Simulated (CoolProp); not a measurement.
Properties of n-perfluorohexane along the isobar 3.55 MPa (Tc = 174.9 °C, pc = 1.742 MPa, ω = 0.497).

Model: reference Helmholtz-energy equation of state, Gao 2022, in CoolProp.

```json
[
 {"T (°C)": "23.15", "phase": "liquid", "density (kg/m³)": "1697", "fugacity coefficient": "?"},
 {"T (°C)": "30.95", "phase": "liquid", "density (kg/m³)": "1675", "fugacity coefficient": "?"},
 {"T (°C)": "38.75", "phase": "liquid", "density (kg/m³)": "1653", "fugacity coefficient": "0.01860"},
 {"T (°C)": "46.55", "phase": "liquid", "density (kg/m³)": "1631", "fugacity coefficient": "0.02466"},
 {"T (°C)": "54.35", "phase": "liquid", "density (kg/m³)": "?", "fugacity coefficient": "0.03209"},
 {"T (°C)": "62.15", "phase": "liquid", "density (kg/m³)": "1585", "fugacity coefficient": "0.04104"},
 {"T (°C)": "70.05", "phase": "liquid", "density (kg/m³)": "?", "fugacity coefficient": "0.05181"},
 {"T (°C)": "77.85", "phase": "liquid", "density (kg/m³)": "1537", "fugacity coefficient": "0.06423"},
 {"T (°C)": "85.65", "phase": "liquid", "density (kg/m³)": "?", "fugacity coefficient": "0.07855"},
 {"T (°C)": "93.45", "phase": "liquid", "density (kg/m³)": "1486", "fugacity coefficient": "0.09484"},
 {"T (°C)": "101.25", "phase": "liquid", "density (kg/m³)": "1460", "fugacity coefficient": "?"},
 {"T (°C)": "109.05", "phase": "liquid", "density (kg/m³)": "1432", "fugacity coefficient": "0.1335"}
]
```

Q: What belongs in the gaps?

A: 
- 23.15, fugacity coefficient: 0.009934
- 30.95, fugacity coefficient: 0.01374
- 54.35, density (kg/m³): 1608
- 70.05, density (kg/m³): 1561
- 85.65, density (kg/m³): 1512
- 101.25, fugacity coefficient: 0.1131
